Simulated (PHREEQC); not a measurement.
**Acid mine or pickling water (model solution)**

Model water analysis in mg/L, 25 °C, pH 1.82, pe 10:

| constituent | mg/L |
|---|---|
| Na | 1570 |
| K | 230 |
| Ca | 67.7 |
| Mg | 73.3 |
| Cl | 479 |
| S(6) as SO4 | 5170 |
| F | 0.179 |
| Cu(2) | 2.37 |
| Fe(3) | 129 |
| Al | 24.6 |
| Zn | 3.28 |

Valence states are taken as typed.

The numbers come from PHREEQC with the ion-association model, phreeqc.dat.

This is a speciation only: nothing precipitates in the calculation.

Question: What ionic strength, density does the model give?

Answer: ionic strength 0.125 mol/kgw; density 1.003 g/cm³.

Question: In which forms is F present?

Answer: AlF+2 84 %, FeF+2 11 %, HF 4.2 %, AlF2+ 0.7 % of the F.

Saturation is exceeded, for instance for Hematite (slow to form), Goethite (slow to form); the values hold only as long as no solid forms. Fluoro complexes past AlF4- and FeF3 are missing from the database.
